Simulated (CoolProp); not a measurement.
Carbon monoxide along the isotherm 234 K: density (kg/m³) from the reference equation and from simpler models built on Tc = 132.9 K, pc = 34.98 bar, ω = 0.050; each cubic takes its own stable root.

Computed with CoolProp (reference Helmholtz-energy equation of state, Lemmon 2006). It is a short technical equation, of lower accuracy than the large ones.

| p (bar) | phase | reference |
|---|---|---|
| 14.6 | gas | 21.44 |
| 29.2 | gas | 43.67 |
| 43.7 | supercritical | 66.42 |
| 58.3 | supercritical | 89.84 |
| 72.9 | supercritical | 113.6 |
| 87.5 | supercritical | 137.5 |
| 102 | supercritical | 161.1 |
| 117 | supercritical | 185.1 |
| 131 | supercritical | 206.9 |
| 146 | supercritical | 229.4 |
| 160 | supercritical | 249.5 |
| 175 | supercritical | 269.9 |

Question: How far does each simpler model (van der Waals, Redlich-Kwong, Soave-Redlich-Kwong, Peng-Robinson) lie from the reference over these 12 states: mean and median of the absolute difference, and the worst?

Answer: 
- van der Waals: mean 4.6 %, median 5.1 %, worst +6.8 % at 234 K and 117 bar
- Redlich-Kwong: mean 1.1 %, median 1.3 %, worst +1.5 % at 234 K and 175 bar
- Soave-Redlich-Kwong: mean 1.9 %, median 2.1 %, worst -3.0 % at 234 K and 175 bar
- Peng-Robinson: mean 1.9 %, median 2.1 %, worst +2.8 % at 234 K and 175 bar
